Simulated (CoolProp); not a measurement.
A single-stage vapour-compression cycle with R1233zd(E): evaporating at 329.15 K (dew point), condensing at 353.15 K (bubble point), superheat 10 K, subcooling 8 K, compressor efficiency 0.65, no pressure losses. Each further row changes one setting.

Computed with CoolProp (reference Helmholtz-energy equation of state, Akasaka 2022).

```
case                              cooling COP  pressure ratio  discharge temperature (K)  refrigerating effect (kJ/kg)  volumetric capacity (kJ/m³)
--------------------------------  -----------  --------------  -------------------------  ----------------------------  ---------------------------
as stated                                8.49            1.88                      366.2                           162                         2890
evaporating temperature 334.15 K         11.1            1.64                          ?                           166                            ?
condensing temperature 348.15 K             ?            1.66                          ?                           169                         3000
subcooling 13 K                             ?            1.88                      366.2                           169                         3000
superheat 20 K                           8.60            1.88                      376.3                           171                            ?
compressor efficiency 0.55               7.19            1.88                          ?                           162                         2890
```

Problem. Some entries are withheld; supply them.

Solution. 
- evaporating temperature 334.15 K, discharge temperature (K): 365.4
- evaporating temperature 334.15 K, volumetric capacity (kJ/m³): 3380
- condensing temperature 348.15 K, cooling COP: 11.0
- condensing temperature 348.15 K, discharge temperature (K): 360.8
- subcooling 13 K, cooling COP: 8.83
- superheat 20 K, volumetric capacity (kJ/m³): 2930
- compressor efficiency 0.55, discharge temperature (K): 369.8
